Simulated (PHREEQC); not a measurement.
## Reverse-osmosis permeate: an equilibrium model

Synthetic water in mmol/kgw, 25 °C, pH 7.99, pe 11.5: Na 0.37; K 0.000325; Ca 0.0557; Mg 0.066; Cl 0.256; S(6) 0.113; Alkalinity (meq/kgw) 0.117; B 0.000419; Cu(2) 0.00472; Cd 0.000283.

Valence states are taken as typed.

Computed with PHREEQC (ion-association model, wateq4f.dat).

This is a speciation only: nothing precipitates in the calculation.

Problem. Predict the charge-balance error.

Solution. charge-balance error 2.1 %.

Problem. In which forms is Ca present?

Solution. Ca+2 98 %, CaSO4 1.7 % of the Ca.

Examples of supersaturated solids here: Tenorite (slow to form). Others may be too. Species that the database lacks are ignored. The database's constant for dissolved Cu(OH)2 is higher than later reviews accept.
